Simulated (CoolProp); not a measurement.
Properties of sulfur dioxide at several states (Tc = 430.6 K, pc = 78.87 bar, ω = 0.256).

Model: reference Helmholtz-energy equation of state, Gao 2016, in CoolProp.

| T (K) | p (bar) | phase | density (kg/m³) | Joule-Thomson coefficient (K/MPa) | isothermal compressibility (1/MPa) | fugacity coefficient |
|---|---|---|---|---|---|---|
| 214.4 | 111 | liquid | ? | -0.3089 | 0.0006205 | ? |
| 332.9 | 330 | liquid | ? | -0.2231 | 0.001473 | 0.05142 |
| 511.6 | 0.489 | gas | 0.7373 | ? | 20.47 | 0.9988 |
| 233 | 0.165 | gas | 0.5496 | ? | 61.05 | 0.9929 |
| 282.5 | 35.1 | liquid | 1416 | -0.2419 | 0.001281 | 0.06511 |
| 258 | 12.1 | liquid | 1477 | ? | 0.001004 | 0.06618 |

### Question
What belongs in the gaps?

### Answer

- 214.4, density (kg/m³): 1597
- 214.4, fugacity coefficient: 0.0007275
- 332.9, density (kg/m³): 1344
- 511.6, Joule-Thomson coefficient (K/MPa): 8.019
- 233, Joule-Thomson coefficient (K/MPa): 88.08
- 258, Joule-Thomson coefficient (K/MPa): -0.2735
